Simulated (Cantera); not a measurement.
A freely propagating, adiabatic, planar premixed flame of H₂ : O₂ : N₂ = 1 : 0.658 : 2.47 (molar parts), unburnt at 623 K and 500000 Pa; mixture-averaged transport, grid criteria slope 0.08 and curve 0.16, no radiation.

Detailed kinetics in Cantera: the H2/O2 subset of GRI-Mech 3.0, which has no nitrogen chemistry. The hydrogen kinetics of GRI-Mech 3.0 are dated; newer H2 mechanisms differ, most at raised pressure. Burning velocities carry a grid error of a few per cent, more on coarse grids.

How do the results move with these cheaper or finer settings: unity-Lewis-number transport; multicomponent transport; multicomponent+Soret transport; grid criteria slope 0.5, curve 1; grid criteria slope 0.25, curve 0.5; grid criteria slope 0.03, curve 0.06?


```tsv
setting	laminar burning velocity	thermal thickness	peak x(OH)	peak x(H)	grid points
as above	512 cm/s	0.0582 mm	0.0156	0.0171	112
unity-Lewis-number transport	459 cm/s	0.0460 mm	0.0170	0.0260	103
multicomponent transport	507 cm/s	0.0576 mm	0.0156	0.0171	112
multicomponent+Soret transport	464 cm/s	0.0574 mm	0.0152	0.0158	113
grid criteria slope 0.5, curve 1	580 cm/s	0.0668 mm	0.0154	0.0182	42
grid criteria slope 0.25, curve 0.5	552 cm/s	0.0627 mm	0.0155	0.0177	51
grid criteria slope 0.03, curve 0.06	503 cm/s	0.0573 mm	0.0156	0.0170	243
```
Unity Lewis numbers drop preferential diffusion, which matters most where H2 and H carry the flame; Soret adds thermal diffusion.
